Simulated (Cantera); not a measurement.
Si3N4 + H2O + N2 (nitride etching)

A closed system holds: 1 mol Si3N4, 27 mol H2O, 1.4 mol N2, equilibrated at 0.0133 bar.

These are equilibrium values from Cantera (NASA tables, ideal gas, pure condensed phases), not measurements of a reactor. Candidate condensed phases: H2O, Si, SiO2, Si2N2O, Si3N4; 35 gas species. The tables hold silica as quartz up to 1696 K and as liquid above; real silica turns to tridymite and cristobalite and melts near 1996 K. The numbers say what is thermodynamically allowed, not how fast it happens.

| T (K) | x H2O | x H2 | x N2 | x H | n SiO2(α-quartz) | n SiO2(β-quartz) | n SiO2(condensed) |
|---|---|---|---|---|---|---|---|
| 748 | 0.691 | 0.197 | 0.112 | 1.11e-12 | 3.00 | 0 | 0 |
| 848 | 0.691 | 0.197 | 0.112 | 7.32e-11 | 0 | 3.00 | 0 |
| 948 | 0.691 | 0.197 | 0.112 | 2.02e-9 | 0 | 3.00 | 0 |
| 1048 | 0.691 | 0.197 | 0.112 | 2.97e-8 | 0 | 3.00 | 0 |
| 1148 | 0.691 | 0.197 | 0.112 | 2.76e-7 | 0 | 3.00 | 0 |
| 1248 | 0.691 | 0.197 | 0.112 | 1.80e-6 | 0 | 3.00 | 0 |
| 1348 | 0.691 | 0.197 | 0.112 | 8.90e-6 | 0 | 3.00 | 0 |
| 1448 | 0.691 | 0.197 | 0.112 | 3.55e-5 | 0 | 3.00 | 0 |
| 1548 | 0.691 | 0.197 | 0.112 | 0.000118 | 0 | 3.00 | 0 |
| 1648 | 0.691 | 0.197 | 0.112 | 0.000342 | 0 | 3.00 | 0 |
| 1748 | 0.690 | 0.197 | 0.112 | 0.000878 | 0 | 0 | 3.00 |
| 1848 | 0.689 | 0.196 | 0.112 | 0.00203 | 0 | 0 | 3.00 |
x: gas mole fraction; n: condensed amount in mol.

At 748 K the condensed part is SiO2(α-quartz). From 848 K to 1648 K the condensed part is SiO2(β-quartz). From 1748 K to 1848 K the condensed part is SiO2(condensed).
